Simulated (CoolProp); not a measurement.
A Linde-Hampson liquefier for oxygen: isothermal reversible compression at 280 K from 1 atm to 15 MPa, throttling to 1 atm, return gas leaving the recuperator 2 K below the feed. Each further row changes one setting.

Model: reference Helmholtz-energy equation of state, Schmidt 1985, in CoolProp.

```json
[
 {"case": "as stated", "liquid yield per pass": "0.097", "compression work (kJ/kg of gas)": "356"},
 {"case": "high pressure 30 MPa", "liquid yield per pass": "0.162", "compression work (kJ/kg of gas)": "402"},
 {"case": "warm-end temperature 310 K", "liquid yield per pass": "0.072", "compression work (kJ/kg of gas)": "398"},
 {"case": "warm-end gap 7 K", "liquid yield per pass": "0.086", "compression work (kJ/kg of gas)": "356"}
]
```

Above 300 K oxygen's equation is extrapolated.
